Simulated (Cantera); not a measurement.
An isothermal, constant-pressure homogeneous reactor starts with 10.2 % NO, 89.8 % N2, at 1975 K and 10.5 Torr.

Cantera simulation using GRI-Mech 3.0 (53 species, 325 reactions); the numbers are that mechanism's predictions, not measurements. Radical loss at walls, strong at low pressure, is not modelled.

Task: Predict: x(NO) at 60.0 s; x(O) at 60.0 s; x(O2) at 60.0 s; x(N2) at 60.0 s; x(NO2) at 60.0 s; x(N2O) at 60.0 s.

Result: 
```
Quantity                                             Value
----------------  ----------------------------------------
x(NO) at 60.0 s     0.0234 (gas-phase equilibrium 0.00378)
x(O) at 60.0 s    0.000929 (gas-phase equilibrium 0.00103)
x(O2) at 60.0 s      0.0388 (gas-phase equilibrium 0.0486)
x(N2) at 60.0 s        0.937 (gas-phase equilibrium 0.947)
x(NO2) at 60.0 s   2.14e-6 (gas-phase equilibrium 3.87e-7)
x(N2O) at 60.0 s   1.95e-7 (gas-phase equilibrium 2.76e-8)
```
